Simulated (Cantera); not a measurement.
Feed: 1 mol SO₂, 0.16 mol H₂, equilibrated at 270 Pa.

Cantera equilibrium calculation (NASA polynomials, part measured and part estimated; ideal gas, pure solids and liquids). Candidate condensed phases: H₂O, H₂SO₄, S; 19 gas species. Equilibrium is a limit: real reactors are often held back by kinetics, nucleation or transport.

Task: At 1625 °C, list the 7 most abundant gas species with their mole fractions, and the condensed phases.

Result: SO₂ 0.773, H₂O 0.112, SO 0.0750, H₂ 0.0248, S₂ 0.00759, S 0.00264, H 0.00237. Condensed: gas only.
